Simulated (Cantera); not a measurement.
A Cantera script and its output.

```python
import numpy as np
import cantera as ct

gas = ct.Solution("gri30.yaml")
gas.TPX = 1350, 11000, {'CH4': 1, 'CO2': 1.8}
reactor = ct.IdealGasConstPressureReactor(gas, energy="off", clone=False)
net = ct.ReactorNet([reactor])
net.rtol, net.atol = 1e-08, 1e-18
show = ['CH4', 'CO2', 'CH2CO', 'C2H2', 'C2H4']
times = np.geomspace(0.0001, 5, 13)

steps = ct.SolutionArray(gas, extra=["t"])
rows = []
print(f"{'t/s':>10s}{'T/K':>9s}{'P/Pa':>11s}" + "".join(f"{s:>11s}" for s in show))
for t in times:
    while net.time < t:
        t_next = net.step()
        steps.append(gas.state, t=t_next)
    rows.append([np.interp(t, steps.t, y) for y in (steps.T, steps.P, *steps(*show).X.T)])
    print(f"{t:10.3e}{rows[-1][0]:9.1f}{rows[-1][1]:11.4g}" + "".join(f"{x:11.3e}" for x in rows[-1][2:]))
rate = np.gradient(steps.T, steps.t)
print("integrator steps:", len(steps.t))
if steps.T.max() > steps.T[0] + 200:
    print(f"time of steepest temperature rise: {steps.t[rate.argmax()]:.4e} s")
gas.TPX = 1350, 11000, {'CH4': 1, 'CO2': 1.8}
gas.equilibrate("TP")
print(f"equilibrium (TP): T = {gas.T:.1f} K  " + "  ".join(f"{s} {gas[s].X[0]:.3e}" for s in show))
```

It prints:

```
       t/s      T/K       P/Pa        CH4        CO2      CH2CO       C2H2       C2H4
 1.000e-04   1350.0    1.1e+04  3.571e-01  6.429e-01  5.759e-21  1.131e-18  1.830e-13
 2.464e-04   1350.0    1.1e+04  3.571e-01  6.429e-01  8.925e-20  5.773e-17  3.512e-12
 6.070e-04   1350.0    1.1e+04  3.571e-01  6.429e-01  1.325e-18  2.385e-15  5.708e-11
 1.495e-03   1350.0    1.1e+04  3.571e-01  6.429e-01  1.978e-17  9.566e-14  8.820e-10
 3.684e-03   1350.0    1.1e+04  3.571e-01  6.429e-01  2.955e-16  3.908e-12  1.310e-08
 9.076e-03   1350.0    1.1e+04  3.571e-01  6.429e-01  4.305e-15  1.590e-10  1.732e-07
 2.236e-02   1350.0    1.1e+04  3.571e-01  6.428e-01  5.562e-14  4.961e-09  1.555e-06
 5.509e-02   1350.0    1.1e+04  3.570e-01  6.428e-01  5.821e-13  8.788e-08  8.377e-06
 1.357e-01   1350.0    1.1e+04  3.568e-01  6.428e-01  6.286e-12  1.233e-06  4.016e-05
 3.344e-01   1350.0    1.1e+04  3.561e-01  6.427e-01  8.434e-11  1.799e-05  1.970e-04
 8.238e-01   1350.0    1.1e+04  3.539e-01  6.419e-01  1.286e-09  2.296e-04  7.756e-04
 2.030e+00   1350.0    1.1e+04  3.477e-01  6.389e-01  1.975e-08  1.731e-03  1.659e-03
 5.000e+00   1350.0    1.1e+04  3.333e-01  6.291e-01  2.072e-07  6.908e-03  1.809e-03
integrator steps: 822
equilibrium (TP): T = 1350.0 K  CH4 7.297e-08  CO2 7.407e-02  CH2CO 5.670e-13  C2H2 4.935e-13  C2H4 2.629e-14
```

Detailed kinetics in Cantera: GRI-Mech 3.0 (53 species, 325 reactions).
